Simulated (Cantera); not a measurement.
A closed system holds: 1 mol Cu2O, 1.5 mol C, 9.5 mol N2, equilibrated at 1775 K and 2.20 mbar.

These are equilibrium values from Cantera (NASA tables, ideal gas, pure condensed phases), not measurements of a reactor. Candidate condensed phases: C, Cu, CuO, Cu2O; 27 gas species. The numbers say what is thermodynamically allowed, not how fast it happens.

Base state: N2 0.760, Cu 0.160, CO 0.0800, Cu2 0.000238 (mole fractions); condensed: C(graphite).

### Question
What changes in the equilibrium state with this change: temperature from 1775 K to 1398.15 K?

### Answer
```tsv
species	before	after
N2	0.760	0.904
CO	0.0800	0.0952
Cu	0.160	0.000591
Cu2	0.000238	1.14e-7
C(graphite), mol	0.500	0.500
Cu(l), mol	0	1.99
```
